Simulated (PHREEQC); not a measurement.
Solution (25 °C): 0.24 mol KHCO3, 3.9e-05 mol NaOH and 0.00018 mol LiCl per kg of water. Closed to the air; pH follows from the charge balance.

All values are PHREEQC results (ion-association model, phreeqc.dat), not measurements.

### Question
The ionic strength comes out as 0.243 mol/kgw. What activity coefficients do HCO3-, Cl-, OH-, CO3-2, Li+ get?

### Answer
HCO3- 0.73, Cl- 0.70, OH- 0.69, CO3-2 0.29, Li+ 0.74.

No solid was allowed to form. Complexes and solids missing from the database can't appear.
